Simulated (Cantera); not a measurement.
What does this Cantera script print?

```python
import numpy as np
import cantera as ct

gas_names = """
    N NO NO2 NO3 N2 N2O Nb NbO NbO2 O O2 O3
""".split()
cond_names = """
    Nb(cr) Nb(L) NbO(s) NbO(L) NbO2(I) NbO2(II) NbO2(III) NbO2(L) Nb2O5(s) Nb2O5(L)
""".split()


# ... load() reads the species with a 1 bar reference pressure and builds the phases ...
atoms = {
    'Nb': {'Nb': 1},
    'N2O': {'N': 2, 'O': 1},
    'O2': {'O': 2},
}
top_T = {}  # K; cautious upper limits of use, not melting points


# ... equilibrate(T, P, feed) seeds the gas with the atoms and calls Mixture.equilibrate('TP', solver="vcs", rtol=1e-11, max_steps=5000) ...
results = []
feed = {'Nb': 1, 'N2O': 12, 'O2': 0.093}  # mol
T = 2475  # K
P = 40  # Pa
mix = equilibrate(T, P, feed)
results.append((T, P, feed, dict(zip(mix.species_names, mix.species_moles))))
print(gas.report(threshold=1e-06))
for i in range(1, mix.n_phases):
    print(f"{mix.phase(i).name:16s} {mix.phase_moles(i):12.5e} mol")
```

Result:

```
       temperature   2475 K
          pressure   40 Pa
           density   5.9376e-05 kg/m^3
  mean mol. weight   30.547 kg/kmol
   phase of matter   gas

                          1 kg             1 kmol
                     ---------------   ---------------
          enthalpy        3.8774e+06        1.1844e+08  J
   internal energy        3.2037e+06        9.7861e+07  J
           entropy             10820        3.3051e+05  J/K
    Gibbs function       -2.2902e+07       -6.9957e+08  J
 heat capacity c_p            1125.9             34391  J/K
 heat capacity c_v            853.66             26076  J/K

                      mass frac. Y      mole frac. X     chem. pot. / RT
                     ---------------   ---------------   ---------------
                 N        4.0394e-06        8.8091e-06           -18.025
                NO          0.014454          0.014714           -37.738
                N2           0.53195           0.58004           -36.049
               NbO        0.00030742        8.6226e-05           -41.401
              NbO2            0.1998          0.048864           -61.114
                 O           0.11974           0.22861           -19.713
                O2           0.13375           0.12768           -39.426
     [   +5 minor]        3.3817e-07        2.2502e-07

Nb(cr)            0.00000e+00 mol
NbO(L)            0.00000e+00 mol
NbO2(L)           0.00000e+00 mol
Nb2O5(L)          0.00000e+00 mol
```

These are equilibrium values from Cantera (NASA tables, ideal gas, pure condensed phases), not measurements of a reactor.
